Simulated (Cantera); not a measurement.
A closed system holds: 1 mol Al, a varied amount of NH3, 1.4 mol N2, equilibrated at 2098.15 K and 75.0 Torr.

Equilibrium computed with Cantera from the NASA thermochemical tables; the gas is ideal and each condensed phase is pure. Candidate condensed phases: Al, AlN; 13 gas species. Equilibrium is a limit: real reactors are often held back by kinetics, nucleation or transport.

log p: log10 of the partial pressure in bar; n: condensed amount in mol.

```json
[
 {"n(NH3) (mol)": "5.9", "log p H2": "-1.17", "log p N2": "-1.52", "log p H": "-3.09", "log p Al": "-3.16", "log p AlH": "-4.38", "log p Al2": "-7.04", "log p NH3": "-7.27", "n AlN(s)": "0.905"},
 {"n(NH3) (mol)": "9.1", "log p H2": "-1.16", "log p N2": "-1.55", "log p H": "-3.09", "log p Al": "-3.15", "log p AlH": "-4.37", "log p Al2": "-7.02", "log p NH3": "-7.27", "n AlN(s)": "0.853"},
 {"n(NH3) (mol)": "14", "log p H2": "-1.15", "log p N2": "-1.56", "log p H": "-3.09", "log p Al": "-3.14", "log p AlH": "-4.35", "log p Al2": "-7.00", "log p NH3": "-7.27", "n AlN(s)": "[?]"},
 {"n(NH3) (mol)": "22", "log p H2": "-1.14", "log p N2": "-1.58", "log p H": "-3.08", "log p Al": "-3.13", "log p AlH": "-4.34", "log p Al2": "-6.99", "log p NH3": "-7.27", "n AlN(s)": "0.641"},
 {"n(NH3) (mol)": "34", "log p H2": "-1.14", "log p N2": "-1.59", "log p H": "-3.08", "log p Al": "-3.13", "log p AlH": "-4.34", "log p Al2": "-6.98", "log p NH3": "-7.27", "n AlN(s)": "0.443"},
 {"n(NH3) (mol)": "52", "log p H2": "-1.14", "log p N2": "-1.59", "log p H": "-3.08", "log p Al": "-3.12", "log p AlH": "-4.33", "log p Al2": "-6.97", "log p NH3": "-7.27", "n AlN(s)": "0.146"},
 {"n(NH3) (mol)": "81", "log p H2": "-1.14", "log p N2": "-1.60", "log p H": "-3.08", "log p Al": "-3.24", "log p AlH": "-4.45", "log p Al2": "-7.21", "log p NH3": "-7.27", "n AlN(s)": "0"},
 {"n(NH3) (mol)": "120", "log p H2": "-1.13", "log p N2": "-1.60", "log p H": "-3.08", "log p Al": "[?]", "log p AlH": "[?]", "log p Al2": "[?]", "log p NH3": "-7.26", "n AlN(s)": "0"},
 {"n(NH3) (mol)": "190", "log p H2": "-1.13", "log p N2": "-1.60", "log p H": "-3.08", "log p Al": "-3.61", "log p AlH": "-4.82", "log p Al2": "-7.95", "log p NH3": "-7.26", "n AlN(s)": "0"}
]
```

Fill in the missing entries.


- 14, n AlN(s): 0.772
- 120, log p Al: -3.41
- 120, log p AlH: -4.62
- 120, log p Al2: -7.55
